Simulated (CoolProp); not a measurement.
Saturated liquid density (kg/m³) of CHF3 (R23): the reference equation beside estimates from Tc = 26.1 °C, pc = 48.32 bar, ω = 0.263.

Model: reference Helmholtz-energy equation of state, Penoncello 2003, in CoolProp.

| T (°C) | reference | Redlich-Kwong | Soave-Redlich-Kwong |
|---|---|---|---|
| -123.05 | 1594 | 1322 | 1351 |
| -103.15 | 1524 | 1264 | 1300 |
| -83.25 | 1450 | 1198 | 1241 |
| -63.25 | 1372 | 1123 | 1171 |
| -43.35 | 1285 | 1037 | 1087 |
| -23.45 | 1186 | 935.1 | 984.8 |
| -3.45 | 1061 | 808.1 | 851.7 |
| 16.45 | 871.4 | 628.0 | 654.8 |

Absolute difference from the reference over all 8 rows, mean and median: Redlich-Kwong 20.2 and 18.7 %, Soave-Redlich-Kwong 17.0 and 15.3 %.
